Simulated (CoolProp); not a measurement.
Properties of propylene along the isotherm 299.15 °C (Tc = 91.1 °C, pc = 45.55 bar, ω = 0.146).

Values from CoolProp's reference Helmholtz-energy equation of state, Lemmon 2013.

| p (bar) | phase | density (kg/m³) | speed of sound (m/s) | Joule-Thomson coefficient (K/MPa) | viscosity (µPa s) |
|---|---|---|---|---|---|
| 8.13 | gas | 7.283 | 347.1 | 2.946 | 16.1 |
| 16.3 | gas | 14.79 | 344.0 | 2.932 | 16.3 |
| 24.4 | gas | 22.41 | 341.1 | 2.915 | 16.7 |
| 32.5 | gas | 30.22 | 338.5 | 2.893 | 17.1 |
| 40.7 | gas | 38.30 | 336.2 | 2.865 | 17.5 |
| 48.8 | supercritical | 46.45 | 334.1 | 2.833 | 17.9 |
| 56.9 | supercritical | 54.76 | 332.4 | 2.796 | 18.4 |
| 65.1 | supercritical | 63.33 | 330.9 | 2.752 | 18.9 |
| 73.2 | supercritical | 71.93 | 329.9 | 2.704 | 19.5 |
| 81.3 | supercritical | 80.65 | 329.2 | 2.650 | 20.0 |
| 89.5 | supercritical | 89.58 | 328.9 | 2.590 | 20.6 |
| 97.6 | supercritical | 98.49 | 329.0 | 2.523 | 21.2 |
| 106 | supercritical | 107.8 | 329.7 | 2.448 | 21.8 |
| 114 | supercritical | 116.7 | 330.8 | 2.370 | 22.4 |

Viscosity comes from a separate model (Huber 2003), an estimate that may be off by 10 % or more.
